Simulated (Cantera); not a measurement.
A closed system holds: 1 mol Al(CH3)3, 3.1 mol O2, 300 mol H2, at 2098.15 K and 0.133 bar.

Equilibrium computed with Cantera from the NASA thermochemical tables; the gas is ideal and each condensed phase is pure. Candidate condensed phases: Al, Al2O3, C, C6H6, C7H8, C8H18, H2O; 121 gas species. The feed counts by its element totals alone. The numbers say what is thermodynamically allowed, not how fast it happens.

Base state: H2 0.976, CO 0.00970, H 0.00834, H2O 0.00550, CO2 1.11e-5 (mole fractions); condensed: Al2O3(s).

What changes in the equilibrium state with this change: H2 from 300 to 9 mol?


```csv
species,before,after
H2,0.976,0.714
CO,0.00970,0.176
H2O,0.00550,0.0977
CO2,1.11e-5,0.00489
OH,5.58e-6,0.000116
H,0.00834,0.00713
"Al2O3(s), mol",0.497,0.500
```
Gases not in the tables: Al(OH)3.

What changes in the equilibrium state with this change: O2 from 3.1 to 25 mol?


```json
[
 {"species": "H2", "before": "0.976", "after": "0.836"},
 {"species": "H2O", "before": "0.00550", "after": "0.147"},
 {"species": "CO", "before": "0.00970", "after": "0.00938"},
 {"species": "H", "before": "0.00834", "after": "0.00771"},
 {"species": "CO2", "before": "1.11e-5", "after": "0.000334"},
 {"species": "OH", "before": "5.58e-6", "after": "0.000161"},
 {"species": "Al2O3(s), mol", "before": "0.497", "after": "0.500"}
]
```
Gases not in the tables: Al(OH)3.

What changes in the equilibrium state with this change: pressure from 0.133 bar to 1.00 bar?


```json
[
 {"species": "H2", "before": "0.976", "after": "0.982"},
 {"species": "CO", "before": "0.00970", "after": "0.00973"},
 {"species": "H2O", "before": "0.00550", "after": "0.00551"},
 {"species": "H", "before": "0.00834", "after": "0.00305"},
 {"species": "CO2", "before": "1.11e-5", "after": "1.11e-5"},
 {"species": "Al2O3(s), mol", "before": "0.497", "after": "0.499"}
]
```
